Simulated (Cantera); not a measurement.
## Equilibrium for halide evaporation, hydrolysis and transport: BaF2 + O2 + N2

A closed system holds: 1 mol BaF2, 0.038 mol O2, 6.7 mol N2, equilibrated at 4.20e-5 bar.

Cantera equilibrium calculation (NASA polynomials, part measured and part estimated; ideal gas, pure solids and liquids). Candidate condensed phases: Ba, BaF2, BaO; 20 gas species. Kinetics and transport are ignored.

```
T (K)   x N2  x BaF2     x O2       x O       x F     x BaF
-----  -----  ------  -------  --------  --------  --------
1650   0.866   0.129  0.00459  0.000271   4.18e-5   4.18e-5
1675   0.865   0.129  0.00453  0.000355   5.67e-5   5.67e-5
1700   0.865   0.129  0.00446  0.000461   7.63e-5   7.63e-5
1725   0.865   0.129  0.00437  0.000592  0.000102  0.000102
1750   0.865   0.129  0.00427  0.000754  0.000135  0.000135
1775   0.865   0.129  0.00415  0.000952  0.000177  0.000177
1800   0.865   0.129  0.00401   0.00119  0.000231  0.000231
1825   0.865   0.129  0.00385   0.00147  0.000298  0.000298
1850   0.864   0.129  0.00366   0.00180  0.000383  0.000383
1875   0.864   0.129  0.00346   0.00218  0.000489  0.000489
1900   0.864   0.128  0.00322   0.00261  0.000619  0.000619
1925   0.863   0.128  0.00297   0.00309  0.000780  0.000780
1950   0.863   0.128  0.00269   0.00362  0.000977  0.000976
1975   0.863   0.128  0.00241   0.00417   0.00122   0.00121
```
x: gas mole fraction; nothing condenses.

From 1650 K to 1975 K nothing is condensed. The main Ba-bearing gas is BaF2 throughout.
